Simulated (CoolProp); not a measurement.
Vapour-liquid equilibrium of R22 (1) + R142b (2) at 214.6 K; x and y are mole fractions of (1).

Values from CoolProp's multi-fluid Helmholtz-energy mixture model, Kamei 1995 and Lemmon 2006; pair parameters Bell 2016.

| x | bubble pressure, mixture model (MPa) | bubble pressure, Raoult's law (MPa) | y, mixture model | y, Raoult's law |
|---|---|---|---|---|
| 0.05 | 0.009459 | 0.009499 | 0.209 | 0.214 |
| 0.2 | 0.01401 | 0.01443 | 0.547 | 0.564 |
| 0.35 | 0.01850 | 0.01936 | 0.719 | 0.736 |
| 0.5 | 0.02320 | 0.02429 | 0.828 | 0.838 |
| 0.65 | 0.02823 | 0.02922 | 0.903 | 0.906 |
| 0.8 | 0.03355 | 0.03415 | 0.956 | 0.954 |
| 0.95 | 0.03896 | 0.03908 | 0.991 | 0.990 |

The largest gap from Raoult's law is -4.5 % in bubble pressure, at x = 0.5. No azeotrope shows between x = 0.05 and 0.95.

The pair parameters rest on a limited set of measurements; away from them the model extrapolates.
